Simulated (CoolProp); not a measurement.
Vapour-liquid equilibrium of n-hexane (1) + ethylbenzene (2) at 0.703 MPa; x and y are mole fractions of (1).

Model: multi-fluid Helmholtz-energy mixture model, Thol 2019 and Zhou 2012; pair parameters Bell 2016, in CoolProp.

```
x     bubble temperature, mixture model (°C)  bubble temperature, Raoult's law (°C)  y, mixture model  y, Raoult's law
----  --------------------------------------  -------------------------------------  ----------------  ---------------
0.05                                   218.7                                  219.0             0.154            0.172
0.15                                   204.6                                  205.5             0.386            0.420
0.25                                   193.1                                  194.4             0.546            0.587
0.35                                   183.7                                  184.9             0.660            0.704
0.45                                   175.9                                  176.8             0.745            0.789
0.55                                   169.2                                  169.8             0.811            0.852
0.65                                   163.3                                  163.6             0.864            0.900
0.75                                   158.1                                  158.0             0.909            0.937
0.85                                   153.2                                  153.1             0.948            0.967
0.95                                   148.7                                  148.6             0.983            0.990
```

The largest gap from Raoult's law is -1.3 K in bubble temperature, at x = 0.25. No azeotrope shows between x = 0.05 and 0.95.

The pair parameters rest on a limited set of measurements; away from them the model extrapolates.
